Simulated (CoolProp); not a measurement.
Carbonyl sulfide at several states: Z from the reference equation and from simpler models built on Tc = 378.8 K, pc = 6.369 MPa, ω = 0.098; each cubic takes its own stable root.

Computed with CoolProp (reference Helmholtz-energy equation of state, Lemmon 2006). It is a short technical equation, of lower accuracy than the large ones.

```csv
T (K),p (MPa),phase,reference
359,0.882,gas,0.9429
521.8,1.01,gas,0.9811
156.2,0.0357,liquid,0.001261
150.2,0.208,liquid,0.007571
```

Problem. How far does each simpler model (van der Waals, Redlich-Kwong, Soave-Redlich-Kwong) lie from the reference over these 4 states: mean and median of the absolute difference, and the worst?

Solution. 
- van der Waals: mean 19569.3 %, median 29.1 %, worst +78218.8 % at 156.2 K and 0.0357 MPa
- Redlich-Kwong: mean 2.8 %, median 2.8 %, worst +5.6 % at 150.2 K and 0.208 MPa
- Soave-Redlich-Kwong: mean 3.1 %, median 3.0 %, worst +6.1 % at 150.2 K and 0.208 MPa

At some of these states van der Waals gives the other phase, because its saturation line lies elsewhere.
